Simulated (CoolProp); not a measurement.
Vapour-liquid equilibrium of ethanol (1) + cyclohexane (2) at 431.5 K; x and y are mole fractions of (1).

The numbers come from the multi-fluid Helmholtz-energy mixture model, Schroeder 2014 and Zhou 2014; pair parameters Bell 2016 in CoolProp.

| x | bubble pressure, mixture model (MPa) | bubble pressure, Raoult's law (MPa) | y, mixture model | y, Raoult's law |
|---|---|---|---|---|
| 0.05 | 0.8004 | 0.6793 | 0.196 | 0.089 |
| 0.15 | 1.008 | 0.7350 | 0.389 | 0.247 |
| 0.25 | 1.133 | 0.7907 | 0.484 | 0.382 |
| 0.35 | 1.209 | 0.8464 | 0.543 | 0.500 |
| 0.45 | 1.257 | 0.9021 | 0.588 | 0.603 |
| 0.55 | 1.288 | 0.9579 | 0.631 | 0.694 |
| 0.65 | 1.306 | 1.014 | 0.679 | 0.775 |
| 0.75 | 1.309 | 1.069 | 0.739 | 0.848 |
| 0.85 | 1.291 | 1.125 | 0.819 | 0.913 |
| 0.95 | 1.244 | 1.181 | 0.929 | 0.972 |

The largest gap from Raoult's law is +43.3 % in bubble pressure, at x = 0.25. y crosses x between x = 0.65 and 0.75: the model has an azeotrope there.

Pair parameters are fitted to limited data, so mixtures are less certain than the pure fluids.
